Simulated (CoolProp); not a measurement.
Vapour-liquid equilibrium of cyclohexane (1) + dimethyl carbonate (2) at 228 kPa; x and y are mole fractions of (1).

The numbers come from the multi-fluid Helmholtz-energy mixture model, Zhou 2014 and Zhou 2011; pair parameters Bell 2016 in CoolProp.

Q: Give the bubble temperature and the first vapour's composition at x = 0.35, 0.425, 0.65. Is there an azeotrope?

A: x = 0.35: 375.8 K, y = 0.499; x = 0.425: 375.1 K, y = 0.533; x = 0.65: 374.6 K, y = 0.619. y crosses x between x = 0.575 and 0.65: the model has an azeotrope there.

The pair parameters rest on a limited set of measurements; away from them the model extrapolates.
